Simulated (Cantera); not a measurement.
Charge: 1 mol SiC, 0.0068 mol O2, 4 mol H2, 0.34 mol N2O, at 1225 °C and 260 Pa.

Cantera equilibrium calculation (NASA polynomials, part measured and part estimated; ideal gas, pure solids and liquids). Candidate condensed phases: C, C6H6, C7H8, C8H18, H2O, Si, SiC, SiO2, Si2N2O, Si3N4; 151 gas species. Mutual solubility and eutectic melting of coexisting phases are not modelled. Rates play no part.

Base state: H2 0.894, CO 0.0517, N2 0.0515, SiO 0.00282, H 0.000319, HCN 4.22e-5 (mole fractions); condensed: SiC(s) + Si2N2O(s).

Q: What changes in the equilibrium state with this change: pressure from 260 Pa to 1100 Pa?

A: 
```json
[
 {"species": "H2", "before": "0.894", "after": "0.897"},
 {"species": "CO", "before": "0.0517", "after": "0.0527"},
 {"species": "N2", "before": "0.0515", "after": "0.0500"},
 {"species": "SiO", "before": "0.00282", "after": "0.000423"},
 {"species": "CH4", "before": "1.02e-6", "after": "1.13e-5"},
 {"species": "HCN", "before": "4.22e-5", "after": "0.000109"},
 {"species": "H", "before": "0.000319", "after": "0.000155"},
 {"species": "SiC(s), mol", "before": "0.768", "after": "0.765"},
 {"species": "Si2N2O(s), mol", "before": "0.110", "after": "0.117"}
]
```

Q: What changes in the equilibrium state with this change: N2O from 0.34 to 0.034 mol?

A: 
```tsv
species	before	after
H2	0.894	0.981
N2	0.0515	0.00772
CO	0.0517	0.00614
SiO	0.00282	0.00491
HCN	4.22e-5	4.47e-6
H	0.000319	0.000334
SiC(s), mol	0.768	0.975
Si2N2O(s), mol	0.110	0.00252
```
